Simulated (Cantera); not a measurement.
Source: NASA polynomial tables (part measured, part estimated), evaluated in Cantera. Values are per mole of reaction as written; species without (g) are pure solids or liquids, kept so even where they would boil at 1 bar.

2 H2(g) + O3(g) + Cu2O ⇌ 2 Cu(OH)2, with ΔH° = -871.8 kJ and ΔS° = -375.8 J/K at 300 K.

How far is the shortcut ΔG° ≈ ΔH°(300 K) − T·ΔS°(300 K) from the full temperature-dependent value at 648, 723, 798, 873, 948, 1023, 1098, 1173, 1248, 1323, 1398 K?


```tsv
T (K)	shortcut (kJ)	full (kJ)	difference (kJ)	difference in log10 K
648	-628.3	-632.8	4.5	-0.36
723	-600.1	-606.5	6.4	-0.46
798	-571.9	-580.5	8.6	-0.57
873	-543.7	-554.8	11.1	-0.67
948	-515.5	-529.4	13.9	-0.77
1023	-487.3	-504.3	16.9	-0.86
1098	-459.2	-479.3	20.2	-0.96
1173	-431.0	-454.6	23.6	-1.05
1248	-402.8	-430.1	27.3	-1.14
1323	-374.6	-405.7	31.1	-1.23
1398	-346.4	-381.5	35.0	-1.31
```
The shortcut ignores the heat-capacity change of the reaction.
